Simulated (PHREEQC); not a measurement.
## Phosphoric acid bath (model solution)

Make-up at 25 °C: 0.00693 mol NaH2PO4 and 0.053 mol HF per kg of water. Closed to the air; pH follows from the charge balance.

Computed with PHREEQC (ion-association model, phreeqc.dat).

```json
{
  "pH": "2.32",
  "ionic_strength": "0.0122 mol/kgw",
  "total_alkalinity": "-53.0 meq/kg"
}
```

```csv
species,molality,activity,log γ
HF,0.0439,0.0440,0.001
Na+,0.00691,0.00618,-0.048
F-,0.00683,0.00609,-0.050
H+,0.00531,0.00482,-0.042
H2PO4-,0.00424,0.00380,-0.047
H3PO4,0.00269,0.00270,0.001
HF2-,0.00115,0.00103,-0.049
NaF,2.16e-5,2.17e-5,0.001
HPO4-2,7.61e-8,4.90e-8,-0.191
```

Precipitation was switched off in this run. Species that the database lacks are ignored.
